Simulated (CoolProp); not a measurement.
A Linde-Hampson liquefier for nitrogen: isothermal reversible compression at 300 K from 1 atm to 30 MPa, throttling to 1 atm, return gas leaving the recuperator 2 K below the feed. Each further row changes one setting.

The numbers come from the reference Helmholtz-energy equation of state, Span 2000 in CoolProp.

| case | liquid yield per pass | compression work (kJ/kg of gas) |
|---|---|---|
| as stated | 0.084 | 511 |
| high pressure 60 MPa | 0.075 | 591 |
| warm-end temperature 330 K | 0.060 | 566 |
| warm-end gap 7 K | 0.073 | 511 |
